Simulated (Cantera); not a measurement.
Input: 1 mol Fe₂O₃, 0.42 mol SO₃, a varied amount of H₂O, held at 1823 K and 13.3 mbar.

These are equilibrium values from Cantera (NASA tables, ideal gas, pure condensed phases), not measurements of a reactor. Candidate condensed phases: Fe, FeO, Fe(OH)₂, Fe(OH)₃, FeS, FeSO₄, FeS₂, Fe₂O₃, Fe₂(SO₄)₃, Fe₃O₄, H₂O, H₂SO₄, S; 22 gas species. Kinetics and transport are ignored.

At 1.9 mol H₂O, list the 6 most abundant gas species with their mole fractions, and the condensed phases.

H₂O 0.699, SO₂ 0.155, O₂ 0.138, OH 0.00555, H₂ 0.00108, O 0.000486. Condensed: Fe₃O₄(s).
